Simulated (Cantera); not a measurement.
Feed: 1 mol Zr, 6.8 mol NH3, 0.73 mol N2, at 2.20 Pa.

Equilibrium computed with Cantera from the NASA thermochemical tables; the gas is ideal and each condensed phase is pure. Candidate condensed phases: Zr, ZrN; 11 gas species. ZrN: taken at fixed stoichiometry. Kinetics and transport are ignored.

log p: log10 of the partial pressure in bar; n: condensed amount in mol.

```tsv
T (K)	log p H	log p H2	log p N2	log p Zr	log p N	log p NH	log p ZrN	n ZrN(s)
1800	-5.86	-4.82	-5.25	-13.52	-13.06	-14.35	<-16	1.00
1900	-5.53	-4.86	-5.27	-12.05	-12.34	-13.84	<-16	1.000
2000	-5.26	-4.94	-5.30	-10.72	-11.69	-13.40	<-16	1.000
2100	-5.04	-5.08	-5.34	-9.50	-11.12	-13.04	<-16	1.000
2200	-4.89	-5.29	-5.39	-8.40	-10.60	-12.77	-16.26	0.996
2300	-4.81	-5.58	-5.43	-7.39	-10.12	-12.57	-15.18	0.960
2400	-4.77	___	-5.45	___	___	___	___	___
2500	-4.77	___	-5.44	-6.06	___	___	___	0
2600	-4.76	-6.69	-5.44	-6.06	-8.87	-12.20	-13.64	0
2700	-4.76	-7.02	-5.45	-6.06	-8.51	-12.10	-13.58	0
```

Question: Fill in the missing entries.

Answer: 
- 2500, log p H2: -6.34
- 2500, log p N: -9.25
- 2500, log p NH: -12.30
- 2500, log p ZrN: -13.70
- 2400, log p H2: -5.94
- 2400, log p Zr: -6.48
- 2400, log p N: -9.68
- 2400, log p NH: -12.42
- 2400, log p ZrN: -14.20
- 2400, n ZrN(s): 0.648
